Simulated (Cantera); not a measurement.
Mixture: 13.5 % CO, 0.850 % H2, 7.15 % CH4, 16.5 % O2, 62.1 % N2, equivalence ratio 1.3, at 30.0 bar, adiabatic and at constant volume. Ignition delay is the time to a rise of 400 K.

Model: GRI-Mech 3.0 (53 species, 325 reactions), integrated in Cantera. The pressure lies above the range GRI-Mech 3.0 was tuned for (to about 10 atm).

Task: Predict: delay at 1198 K; delay at 1348 K; delay at 1498 K; delay at 1648 K; apparent activation energy between 1573 and 1723 K.

Result: 
- delay at 1198 K = 1.05 ms
- delay at 1348 K = 0.205 ms
- delay at 1498 K = 51.4 µs
- delay at 1648 K = 15.5 µs
- apparent activation energy between 1573 and 1723 K = 170 kJ/mol
